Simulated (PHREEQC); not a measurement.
1.3 g of hydrous ferric oxide (600 m²/g; 0.2 weak and 0.005 strong sites per Fe, Dzombak-Morel constants, diffuse double layer) in 1 kg of water with 0.001 mol/kgw of an inert sodium salt and 1.2 mmol/kgw CaCl2, at 25 °C; the pH is set by adding NaOH or the inert anion's acid. O2 is buffered at 0.21 atm. No CO2 enters from the air. Nothing may precipitate in this run.

The numbers come from PHREEQC with the ion-association model, wateq4f.dat.

```tsv
pH	Ca sorbed (%)	surface charge σ (C/m²)	surface potential ψ (mV)
3	0.0	0.307	213
3.38	0.0	0.262	208
3.75	0.0	0.216	200
4.12	0.0	0.171	189
4.5	0.0	0.132	177
4.88	0.0	0.099	163
5.25	0.0	0.073	148
5.62	0.0	0.053	132
6	0.1	0.037	114
6.38	0.2	0.025	95
6.75	0.9	0.017	76
7.12	2.8	0.011	58
7.5	6.1	0.007	39
7.88	12.4	0.003	21
8.25	26.6	0.001	7
8.62	47.5	0.000	-2
9	68.3	-0.001	-11
```

The oxide is taken as insoluble; below pH 4 it would dissolve.
